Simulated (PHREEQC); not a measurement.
Solution (25 °C): 0.021 mol/kgw NaHSO4, 0.0013 mol/kgw KOH and 3.2e-05 mol/kgw SrCl2. Closed to the air; pH follows from the charge balance.

The numbers come from PHREEQC with the ion-association model, phreeqc.dat.

**Question.** The ionic strength comes out as 0.0468 mol/kgw. What activity coefficients do Sr+2, SO4-2, H+, K+, KSO4- get?

**Answer.** Sr+2 0.48, SO4-2 0.47, H+ 0.86, K+ 0.82, KSO4- 0.83.

Precipitation was switched off in this run.
